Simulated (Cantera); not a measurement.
A perfectly stirred reactor is fed with CH4 : H2 : O2 : N2 = 1 : 0.08 : 2.17 : 8.16 (molar parts), at 0.360 bar; it is adiabatic with a 823 K inlet, and is followed from long to short residence time, starting on the burning branch (τ in s: 0.32, 0.14, 0.064, 0.029, 0.013, 0.0058, 0.0026, 0.0012, 0.00052, 0.00023, 0.0001, 4.7e-05).

Cantera simulation using GRI-Mech 3.0 (53 species, 325 reactions); the numbers are that mechanism's predictions, not measurements.

One state of this run: T (K) = 1999; x CH4 = 0.000495; x H2 = 0.0186; x O2 = 0.0371; x CH3 = 0.000168; x HO2 = 6.74e-6; x O = 0.00842. x: mole fraction; the columns are a selection and need not sum to one.

**Question.** Which value of τ (s) does it belong to?
(A) 0.00010
(B) 0.064
(C) 0.0026
(D) 0.00023

**Answer.** D, 0.00023
